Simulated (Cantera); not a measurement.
Input (Python, Cantera):

```python
import numpy as np
import cantera as ct

gas = ct.Solution("h2o2.yaml")
gas.TPX = 650, 100000, {'H2': 1, 'O2': 0.667, 'N2': 2.51, 'H2O': 0.0075}
flame = ct.FreeFlame(gas, width=0.04)
flame.set_refine_criteria(ratio=3, slope=0.08, curve=0.16)
flame.transport_model = "mixture-averaged"
flame.solve(loglevel=0, auto=True)
z, T = flame.grid, flame.T
thick = (T[-1] - T[0]) / np.gradient(T, z).max()
show = ['H2', 'O2', 'HO2', 'H', 'O', 'OH']
print(f"laminar burning velocity  {flame.velocity[0] * 100:.3f} cm/s")
print(f"burnt temperature         {T[-1]:.1f} K")
print(f"thermal thickness         {thick * 1e3:.4f} mm")
print(f"grid points               {len(z)}")
z0 = z[flame.heat_release_rate.argmax()]
print(f"{'z/mm':>9s}{'T/K':>9s}{'u/(m/s)':>9s}" + "".join(f"{s:>11s}" for s in show))
rows = []
for k in (-3, -2, -1.5, -1, -0.5, -0.25, 0, 0.25, 0.5, 1, 2, 4, 8):
    zz = z0 + k * thick
    rows.append([k * thick, np.interp(zz, z, T), np.interp(zz, z, flame.velocity),
                 *(np.interp(zz, z, flame.X[gas.species_index(s)]) for s in show)])
    print(f"{rows[-1][0] * 1e3:9.3f}{rows[-1][1]:9.1f}{rows[-1][2]:9.3f}" + "".join(f"{x:11.3e}" for x in rows[-1][3:]))
```

Output:

```
laminar burning velocity  685.330 cm/s
burnt temperature         2329.5 K
thermal thickness         0.4655 mm
grid points               132
     z/mm      T/K  u/(m/s)         H2         O2        HO2          H          O         OH
   -1.397    650.0    6.853  2.390e-01  1.594e-01  6.412e-13  2.130e-16  1.409e-16  6.916e-18
   -0.931    650.0    6.853  2.390e-01  1.594e-01  8.898e-11  5.876e-13  1.522e-13  8.056e-15
   -0.698    650.0    6.853  2.390e-01  1.594e-01  4.770e-09  8.448e-11  1.287e-11  7.396e-13
   -0.466    650.0    6.853  2.389e-01  1.594e-01  9.535e-07  8.341e-08  5.213e-09  6.171e-10
   -0.233    667.1    6.994  2.336e-01  1.597e-01  2.288e-04  1.917e-04  1.184e-05  5.952e-05
   -0.116    846.1    8.674  2.013e-01  1.555e-01  1.921e-04  4.940e-03  4.113e-04  7.510e-04
    0.000   1240.9   12.328  1.095e-01  1.190e-01  9.581e-05  2.744e-02  6.041e-03  4.065e-03
    0.116   1536.6   15.082  4.128e-02  7.121e-02  4.921e-05  3.918e-02  1.380e-02  1.052e-02
    0.233   1685.4   16.430  2.747e-02  5.800e-02  3.388e-05  3.417e-02  1.503e-02  1.385e-02
    0.466   1842.2   17.789  2.349e-02  5.314e-02  2.392e-05  2.413e-02  1.295e-02  1.623e-02
    0.931   1995.8   19.072  1.931e-02  4.994e-02  1.593e-05  1.467e-02  9.690e-03  1.722e-02
    1.862   2129.3   20.150  1.398e-02  4.747e-02  9.954e-06  7.644e-03  6.416e-03  1.642e-02
    3.724   2233.4   20.970  8.680e-03  4.587e-02  6.284e-06  3.305e-03  3.718e-03  1.401e-02
```

Cantera simulation using the H2/O2 subset of GRI-Mech 3.0, which has no nitrogen chemistry; the numbers are that mechanism's predictions, not measurements. Burning velocities carry a grid error of a few per cent, more on coarse grids.
